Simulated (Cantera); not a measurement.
An adiabatic, constant-pressure homogeneous reactor starts with 15.4 % CH₃OH, 17.7 % O₂, 66.9 % N₂, equivalence ratio 1.3, at 1273 K and 6.00 bar.

Detailed kinetics in Cantera: GRI-Mech 3.0 (53 species, 325 reactions). GRI-Mech 3.0 was tuned for natural gas; its chemistry of methanol as a main component is partial and can be far from experiment.

Problem. Predict: time of steepest temperature rise; temperature at 2.00 s; equilibrium temperature; x(O₂) at 2.00 s; x(NO) at 2.00 s; x(H₂) at 2.00 s; x(H₂O₂) at 2.00 s; x(HO₂) at 2.00 s.

Solution. 
- time of steepest temperature rise: 0.651 ms
- temperature at 2.00 s: 2730 K
- equilibrium temperature: 2730 K
- x(O₂) at 2.00 s: 0.00196 (gas-phase equilibrium 0.00196)
- x(NO) at 2.00 s: 0.00278 (gas-phase equilibrium 0.00278)
- x(H₂) at 2.00 s: 0.0349 (gas-phase equilibrium 0.0349)
- x(H₂O₂) at 2.00 s: 2.74e-7 (gas-phase equilibrium 2.74e-7)
- x(HO₂) at 2.00 s: 1.75e-6 (gas-phase equilibrium 1.75e-6)
